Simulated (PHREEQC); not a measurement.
Consider water at 28 °C with 5.6e-05 mol Ca(HCO3)2 and 0.0033 mol NaNO3 per kg of water. Closed to the air; pH follows from the charge balance.

Model: ion-association model, phreeqc.dat, run in PHREEQC.

No solid was allowed to form.

Estimate the pH, specific conductance.

pH 8.02; specific conductance 421 µS/cm.

In which forms is C present?

HCO3- 97 %, CO2 1.9 %, CO3-2 0.6 % of the C.
